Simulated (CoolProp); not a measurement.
Properties of R124 along the isotherm 439.5 K (Tc = 395.4 K, pc = 3.624 MPa, ω = 0.288).

Model: reference Helmholtz-energy equation of state, de Vries 1995, in CoolProp.

```json
[
 {"p (MPa)": "0.201", "phase": "gas", "density (kg/m³)": "7.609", "Joule-Thomson coefficient (K/MPa)": "6.870", "isothermal compressibility (1/MPa)": "5.043", "conductivity (mW/(m K))": "25.6"},
 {"p (MPa)": "0.403", "phase": "gas", "density (kg/m³)": "15.47", "Joule-Thomson coefficient (K/MPa)": "6.966", "isothermal compressibility (1/MPa)": "2.551", "conductivity (mW/(m K))": "25.8"},
 {"p (MPa)": "0.604", "phase": "gas", "density (kg/m³)": "23.52", "Joule-Thomson coefficient (K/MPa)": "7.066", "isothermal compressibility (1/MPa)": "1.727", "conductivity (mW/(m K))": "25.9"},
 {"p (MPa)": "0.805", "phase": "gas", "density (kg/m³)": "31.80", "Joule-Thomson coefficient (K/MPa)": "7.168", "isothermal compressibility (1/MPa)": "1.316", "conductivity (mW/(m K))": "26.1"},
 {"p (MPa)": "1.01", "phase": "gas", "density (kg/m³)": "40.52", "Joule-Thomson coefficient (K/MPa)": "7.275", "isothermal compressibility (1/MPa)": "1.066", "conductivity (mW/(m K))": "26.3"},
 {"p (MPa)": "1.21", "phase": "gas", "density (kg/m³)": "49.30", "Joule-Thomson coefficient (K/MPa)": "7.383", "isothermal compressibility (1/MPa)": "0.9049", "conductivity (mW/(m K))": "26.5"},
 {"p (MPa)": "1.41", "phase": "gas", "density (kg/m³)": "58.37", "Joule-Thomson coefficient (K/MPa)": "7.495", "isothermal compressibility (1/MPa)": "0.7902", "conductivity (mW/(m K))": "26.6"},
 {"p (MPa)": "1.61", "phase": "gas", "density (kg/m³)": "67.76", "Joule-Thomson coefficient (K/MPa)": "7.609", "isothermal compressibility (1/MPa)": "0.7048", "conductivity (mW/(m K))": "26.8"},
 {"p (MPa)": "1.81", "phase": "gas", "density (kg/m³)": "77.48", "Joule-Thomson coefficient (K/MPa)": "7.727", "isothermal compressibility (1/MPa)": "0.6391", "conductivity (mW/(m K))": "27.1"}
]
```

Thermal conductivity comes from a separate model (Huber 2003), an estimate that may be off by 10 % or more.
